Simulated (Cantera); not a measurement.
Equilibrium for silicon carbide growth: CH3SiCl3 + CH4 + H2 + C3H8

Charge: 1 mol CH3SiCl3, 0.27 mol CH4, 660 mol H2, 0.55 mol C3H8, held at 90.0 Torr.

Equilibrium computed with Cantera from the NASA thermochemical tables; the gas is ideal and each condensed phase is pure. Candidate condensed phases: C, C6H6, C7H8, C8H18, Si, SiC; 109 gas species. The feed counts by its element totals alone. Gases not in the tables: Si2H6 and higher silanes. Rates play no part.

From 1450 K to 2100 K the condensed part is C(graphite) + SiC(s). The main Si-bearing gas is SiCl2 at 1450 K and Si at 2100 K.

| T (K) | x H2 | x H | x HCl | x C2H2 (acetylene) | x CH4 | x Si | x Cl | n C(graphite) | n SiC(s) |
|---|---|---|---|---|---|---|---|---|---|
| 1450 | 0.995 | 2.72e-5 | 0.00451 | 4.85e-6 | 0.000392 | 1.53e-10 | 1.00e-7 | 1.65 | 1.000 |
| 1500 | 0.995 | 5.07e-5 | 0.00451 | 8.98e-6 | 0.000305 | 6.39e-10 | 1.85e-7 | 1.70 | 1.000 |
| 1550 | 0.995 | 9.07e-5 | 0.00451 | 1.60e-5 | 0.000242 | 2.44e-9 | 3.28e-7 | 1.74 | 1.000 |
| 1600 | 0.995 | 0.000157 | 0.00450 | 2.74e-5 | 0.000194 | 8.54e-9 | 5.61e-7 | 1.75 | 0.999 |
| 1650 | 0.995 | 0.000262 | 0.00450 | 4.54e-5 | 0.000158 | 2.77e-8 | 9.28e-7 | 1.75 | 0.999 |
| 1700 | 0.995 | 0.000424 | 0.00450 | 7.30e-5 | 0.000130 | 8.39e-8 | 1.49e-6 | 1.74 | 0.999 |
| 1750 | 0.995 | 0.000670 | 0.00450 | 0.000114 | 0.000108 | 2.38e-7 | 2.34e-6 | 1.70 | 0.999 |
| 1800 | 0.994 | 0.00103 | 0.00450 | 0.000174 | 9.13e-5 | 6.37e-7 | 3.57e-6 | 1.63 | 0.998 |
| 1850 | 0.994 | 0.00155 | 0.00449 | 0.000260 | 7.76e-5 | 1.62e-6 | 5.33e-6 | 1.52 | 0.996 |
| 1900 | 0.993 | 0.00228 | 0.00449 | 0.000379 | 6.65e-5 | 3.90e-6 | 7.79e-6 | 1.37 | 0.993 |
| 1950 | 0.992 | 0.00330 | 0.00448 | 0.000542 | 5.74e-5 | 9.00e-6 | 1.12e-5 | 1.17 | 0.988 |
| 2000 | 0.990 | 0.00467 | 0.00447 | 0.000761 | 4.99e-5 | 1.99e-5 | 1.57e-5 | 0.889 | 0.976 |
| 2050 | 0.988 | 0.00651 | 0.00446 | 0.00105 | 4.37e-5 | 4.23e-5 | 2.18e-5 | 0.526 | 0.953 |
| 2100 | 0.985 | 0.00893 | 0.00445 | 0.00142 | 3.84e-5 | 8.67e-5 | 2.97e-5 | 0.0633 | 0.909 |
x: gas mole fraction; n: condensed amount in mol.
